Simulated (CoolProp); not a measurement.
Computed with CoolProp (reference Helmholtz-energy equation of state, Lemmon 2006). It is a short technical equation, of lower accuracy than the large ones.

Question: For carbonyl sulfide, give the phase and the density (kg/m³), cp (kJ/(kg K)), isothermal compressibility (1/MPa), fugacity coefficient at 202.2 K and 9.56 bar.

Answer: 
- 202.2 K and 9.56 bar: liquid; density 1220, cp 1.16, isothermal compressibility 0.00104, fugacity coefficient 0.0367
